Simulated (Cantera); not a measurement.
A closed system holds: 1 mol LiOH, 2.9 mol H2, 0.054 mol H2O, equilibrated at 6.00 Torr.

Cantera equilibrium calculation (NASA polynomials, part measured and part estimated; ideal gas, pure solids and liquids). Candidate condensed phases: H2O, Li, LiH, LiOH, Li2O; 17 gas species. Equilibrium is a limit: real reactors are often held back by kinetics, nucleation or transport.

At 1873 K, list the 5 most abundant gas species with their mole fractions, and the condensed phases.

H2 0.636, LiOH 0.131, H2O 0.120, Li 0.106, H 0.00575. Condensed: gas only.
